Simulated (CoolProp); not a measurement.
Vapour-liquid equilibrium of cyclohexane (1) + toluene (2) at 450.7 K; x and y are mole fractions of (1).

The numbers come from the multi-fluid Helmholtz-energy mixture model, Zhou 2014 and Lemmon 2006; pair parameters Bell 2016 in CoolProp.

**Question.** Give the bubble pressure and the first vapour's composition at x = 0.55, 0.75, 0.95. Is there an azeotrope?

**Answer.** x = 0.55: 0.7648 MPa, y = 0.670; x = 0.75: 0.8416 MPa, y = 0.821; x = 0.95: 0.9102 MPa, y = 0.964. No azeotrope shows between x = 0.05 and 0.95.

The pair parameters rest on a limited set of measurements; away from them the model extrapolates.
